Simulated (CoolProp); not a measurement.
Vapour-liquid equilibrium of propylene (1) + benzene (2) at 289.2 K; x and y are mole fractions of (1).

The numbers come from the multi-fluid Helmholtz-energy mixture model, Lemmon 2013 and Thol 2012; pair parameters Bell 2016 in CoolProp.

```csv
x,bubble pressure (MPa),y at the bubble point,dew pressure at overall composition x (MPa),liquid density (mol/L)
0.05,0.08538,0.905,0.008703,11.40
0.125,0.1884,0.958,0.009449,11.54
0.2,0.2778,0.972,0.01033,11.68
0.275,0.3555,0.979,0.01140,11.82
0.35,0.4234,0.983,0.01272,11.95
0.425,0.4837,0.986,0.01437,12.08
0.5,0.5384,0.988,0.01652,12.19
0.575,0.5894,0.990,0.01943,12.30
0.65,0.6389,0.991,0.02358,12.39
0.725,0.6887,0.993,0.02998,12.46
0.8,0.7413,0.995,0.04113,12.50
0.875,0.7992,0.996,0.06548,12.50
0.95,0.8657,0.998,0.1600,12.46
```

No azeotrope shows between x = 0.05 and 0.95.

The pair parameters rest on a limited set of measurements; away from them the model extrapolates. The gap from Raoult's law changes sign with composition, which may be real or a fault of the pair parameters; it wasn't checked against measurements. With so large a gap from Raoult's law the liquid may split in two, which this calculation doesn't test in full.
